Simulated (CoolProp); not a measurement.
Vapour-liquid equilibrium of isobutene (1) + n-butane (2) at -80.15 °C; x and y are mole fractions of (1).

Values from CoolProp's multi-fluid Helmholtz-energy mixture model, Lemmon 2005 and Bücker 2006; pair parameters Bell 2016.

```
x      bubble pressure (kPa)  y at the bubble point  dew pressure at overall composition x (kPa)  liquid density (mol/L)
-----  ---------------------  ---------------------  -------------------------------------------  ----------------------
0.05                   1.132                  0.076                                        1.121                   11.75
0.125                  1.177                    ___                                        1.153                   11.81
0.2                    1.219                    ___                                        1.185                     ___
0.275                  1.258                  0.360                                        1.219                   11.93
0.35                   1.295                    ___                                        1.253                   11.99
0.425                  1.331                  0.514                                        1.288                   12.05
0.5                    1.364                  0.585                                        1.324                   12.12
0.575                    ___                  0.653                                        1.360                   12.18
0.65                   1.429                  0.719                                        1.396                   12.24
0.725                  1.460                  0.782                                          ___                   12.31
0.8                    1.490                  0.843                                        1.468                   12.38
0.875                    ___                  0.903                                        1.505                   12.44
0.95                   1.548                  0.962                                        1.542                   12.51
```

Question: Some entries are withheld; supply them.

Answer: 
- 0.125, y at the bubble point: 0.180
- 0.2, y at the bubble point: 0.274
- 0.2, liquid density (mol/L): 11.87
- 0.35, y at the bubble point: 0.439
- 0.575, bubble pressure (kPa): 1.397
- 0.725, dew pressure at overall composition x (kPa): 1.432
- 0.875, bubble pressure (kPa): 1.519

No azeotrope shows between x = 0.05 and 0.95.

Pair parameters are fitted to limited data, so mixtures are less certain than the pure fluids.
